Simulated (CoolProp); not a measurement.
Vapour pressure (MPa) of nitrous oxide: the reference equation beside estimates from Tc = 36.4 °C, pc = 7.245 MPa, ω = 0.161. Clausius-Clapeyron is anchored at -37.75 °C with a constant enthalpy of vaporisation of 13.53 kJ/mol.

Model: reference Helmholtz-energy equation of state, Lemmon 2006, in CoolProp. It is a short technical equation, of lower accuracy than the large ones.

| T (°C) | reference | Clausius-Clapeyron | Redlich-Kwong | Soave-Redlich-Kwong |
|---|---|---|---|---|
| -41.25 | 0.8979 | 0.9152 | 1.096 | 0.9018 |
| -37.75 | 1.016 | 1.016 | 1.229 | 1.021 |
| -34.15 | 1.149 | 1.127 | 1.377 | 1.155 |
| -30.55 | 1.294 | 1.247 | 1.538 | 1.302 |
| -26.95 | 1.452 | 1.376 | 1.710 | 1.463 |
| -23.35 | 1.624 | 1.513 | 1.896 | 1.637 |
| -19.85 | 1.805 | 1.656 | 2.089 | 1.821 |
| -16.25 | 2.006 | 1.812 | 2.302 | 2.025 |
| -12.65 | 2.223 | 1.978 | 2.528 | 2.246 |
| -9.05 | 2.457 | 2.154 | 2.770 | 2.483 |
| -5.55 | 2.700 | 2.334 | 3.019 | 2.731 |
| -1.95 | 2.969 | 2.531 | 3.291 | 3.004 |
| 1.65 | 3.256 | 2.738 | 3.578 | 3.296 |
| 5.25 | 3.564 | 2.956 | 3.882 | 3.608 |

Absolute difference from the reference over all 14 rows, mean and median: Clausius-Clapeyron 8.7 and 9.0 %, Redlich-Kwong 15.3 and 15.2 %, Soave-Redlich-Kwong 0.9 and 0.9 %.
